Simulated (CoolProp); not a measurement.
Ethanol at 298.15 K and 0.705 MPa flows at 24 m/s in a round tube of 100 mm bore and 0.25 µm roughness, fully developed (64/Re and Nu = 3.66 if laminar; Colebrook and Gnielinski if turbulent). Each further row changes one setting.

Values from CoolProp's reference Helmholtz-energy equation of state, Schroeder 2014.

| case | Reynolds number | Darcy friction factor | pressure drop (Pa/m) | heat-transfer coefficient (W/(m² K)) | mass flow (kg/h) |
|---|---|---|---|---|---|
| as stated | 1740000 | 0.0107 | 24200 | (withheld) | 533000 |
| velocity 48 m/s | 3470000 | (withheld) | 87200 | (withheld) | 1070000 |
| diameter 200 mm | 3470000 | (withheld) | 10800 | 16300 | 2130000 |

Complete the blanks.


- as stated, heat-transfer coefficient (W/(m² K)): 17500
- velocity 48 m/s, Darcy friction factor: 0.00963
- velocity 48 m/s, heat-transfer coefficient (W/(m² K)): 32700
- diameter 200 mm, Darcy friction factor: 0.00957

Viscosity comes from a separate model (Kiselev 2005). Thermal conductivity comes from a separate model (Assael 2013).
